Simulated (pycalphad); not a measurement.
Effect of Si content in Ti-V-Si

All values are pycalphad results on the COST 507 light-alloy database (1999) (1 atm), not direct measurements. The data set is of 1999 and partly superseded. The system is extrapolated from its subsystems; higher-order compounds may be missing. Amounts are mole fractions of atoms.

**Question.** One of these alloys has its liquidus at 1909 K, its solidus at 1901 K, and holds BCC_A2 1.00 at 1170 K. Which?
A) Ti-10.56V-0.33Si (at.%)
B) Ti-10.56V-0.66Si (at.%)
C) Ti-10.56V-0.88Si (at.%)
D) Ti-10.56V-0.06Si (at.%)

**Answer.** D, Ti-10.56V-0.06Si (at.%). The others: Ti-10.56V-0.33Si (at.%), liquidus 1904, solidus 1874; Ti-10.56V-0.66Si (at.%), liquidus 1898, solidus 1845; Ti-10.56V-0.88Si (at.%), liquidus 1894, solidus 1828

BCC_A2 is bcc.
